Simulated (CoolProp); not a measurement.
Vapour-liquid equilibrium of CHF3 (R23) (1) + R143a (2) at 111 kPa; x and y are mole fractions of (1).

Model: multi-fluid Helmholtz-energy mixture model, Penoncello 2003 and Lemmon and Jacobsen 2000; pair parameters Bell 2016, in CoolProp.

```tsv
x	bubble temperature (K)	y at the bubble point	dew temperature at overall composition x (K)	liquid density (mol/L)
0.05	224.5	0.184	227.0	14.12
0.2	215.3	…	…	15.06
0.35	208.1	…	220.9	16.00
0.5	202.8	0.866	…	16.96
0.65	198.9	0.925	212.5	…
0.8	196.0	0.963	…	19.00
0.95	193.5	0.991	197.0	20.15
```

**Question.** Some entries are withheld; supply them.

**Answer.** 
- 0.2, y at the bubble point: 0.565
- 0.2, dew temperature at overall composition x (K): 224.2
- 0.35, y at the bubble point: 0.763
- 0.5, dew temperature at overall composition x (K): 217.2
- 0.65, liquid density (mol/L): 17.95
- 0.8, dew temperature at overall composition x (K): 206.4

No azeotrope shows between x = 0.05 and 0.95.

The pair parameters rest on a limited set of measurements; away from them the model extrapolates. The gap from Raoult's law changes sign with composition, which may be real or a fault of the pair parameters; it wasn't checked against measurements.
